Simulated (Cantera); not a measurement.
Fe2O3 + HCl + H2 (chemical vapour transport)

Feed: 1 mol Fe2O3, 0.27 mol HCl, 0.094 mol H2, equilibrated at 23000 Pa.

Method: chemical equilibrium by Gibbs-energy minimisation in Cantera with the NASA 1993 tables (ideal gas, pure condensed phases). Candidate condensed phases: Fe, FeCl2, FeCl3, FeO, Fe(OH)2, Fe(OH)3, Fe2O3, Fe3O4, H2O; 22 gas species. Mutual solubility and eutectic melting of coexisting phases are not modelled. Equilibrium is a limit: real reactors are often held back by kinetics, nucleation or transport.

From 1048 K to 1598 K the condensed part is Fe2O3(s) + Fe3O4(s). The main Fe-bearing gas is FeCl2 throughout.

```json
[
 {"T (K)": "1048", "log p HCl": "-0.78", "log p H2O": "-1.21", "log p O2": "-9.34", "log p FeCl2": "-2.90", "log p Cl": "-5.92", "log p Cl2": "-5.62", "log p FeCl3": "-3.53", "n Fe2O3(s)": "0.720", "n Fe3O4(s)": "0.186"},
 {"T (K)": "1098", "log p HCl": "-0.78", "log p H2O": "-1.21", "log p O2": "-8.27", "log p FeCl2": "-2.74", "log p Cl": "-5.45", "log p Cl2": "-5.23", "log p FeCl3": "-3.42", "n Fe2O3(s)": "0.721", "n Fe3O4(s)": "0.185"},
 {"T (K)": "1148", "log p HCl": "-0.78", "log p H2O": "-1.20", "log p O2": "-7.29", "log p FeCl2": "-2.60", "log p Cl": "-5.01", "log p Cl2": "-4.88", "log p FeCl3": "-3.33", "n Fe2O3(s)": "0.722", "n Fe3O4(s)": "0.184"},
 {"T (K)": "1198", "log p HCl": "-0.79", "log p H2O": "-1.20", "log p O2": "-6.39", "log p FeCl2": "-2.48", "log p Cl": "-4.61", "log p Cl2": "-4.56", "log p FeCl3": "-3.26", "n Fe2O3(s)": "0.723", "n Fe3O4(s)": "0.183"},
 {"T (K)": "1248", "log p HCl": "-0.80", "log p H2O": "-1.19", "log p O2": "-5.57", "log p FeCl2": "-2.37", "log p Cl": "-4.25", "log p Cl2": "-4.27", "log p FeCl3": "-3.20", "n Fe2O3(s)": "0.724", "n Fe3O4(s)": "0.181"},
 {"T (K)": "1298", "log p HCl": "-0.80", "log p H2O": "-1.18", "log p O2": "-4.81", "log p FeCl2": "-2.27", "log p Cl": "-3.92", "log p Cl2": "-4.01", "log p FeCl3": "-3.15", "n Fe2O3(s)": "0.725", "n Fe3O4(s)": "0.180"},
 {"T (K)": "1348", "log p HCl": "-0.81", "log p H2O": "-1.17", "log p O2": "-4.11", "log p FeCl2": "-2.19", "log p Cl": "-3.61", "log p Cl2": "-3.78", "log p FeCl3": "-3.11", "n Fe2O3(s)": "0.726", "n Fe3O4(s)": "0.179"},
 {"T (K)": "1398", "log p HCl": "-0.82", "log p H2O": "-1.16", "log p O2": "-3.46", "log p FeCl2": "-2.12", "log p Cl": "-3.33", "log p Cl2": "-3.56", "log p FeCl3": "-3.09", "n Fe2O3(s)": "0.724", "n Fe3O4(s)": "0.180"},
 {"T (K)": "1448", "log p HCl": "-0.83", "log p H2O": "-1.16", "log p O2": "-2.86", "log p FeCl2": "-2.06", "log p Cl": "-3.07", "log p Cl2": "-3.37", "log p FeCl3": "-3.07", "n Fe2O3(s)": "0.714", "n Fe3O4(s)": "0.186"},
 {"T (K)": "1498", "log p HCl": "-0.85", "log p H2O": "-1.15", "log p O2": "-2.30", "log p FeCl2": "-2.01", "log p Cl": "-2.84", "log p Cl2": "-3.20", "log p FeCl3": "-3.07", "n Fe2O3(s)": "0.677", "n Fe3O4(s)": "0.209"},
 {"T (K)": "1548", "log p HCl": "-0.88", "log p H2O": "-1.17", "log p O2": "-1.77", "log p FeCl2": "-1.99", "log p Cl": "-2.63", "log p Cl2": "-3.06", "log p FeCl3": "-3.11", "n Fe2O3(s)": "0.550", "n Fe3O4(s)": "0.294"},
 {"T (K)": "1598", "log p HCl": "-0.98", "log p H2O": "-1.24", "log p O2": "-1.28", "log p FeCl2": "-2.04", "log p Cl": "-2.46", "log p Cl2": "-3.00", "log p FeCl3": "-3.24", "n Fe2O3(s)": "0.0677", "n Fe3O4(s)": "0.615"}
]
```
log p: log10 of the partial pressure in bar; n: condensed amount in mol.
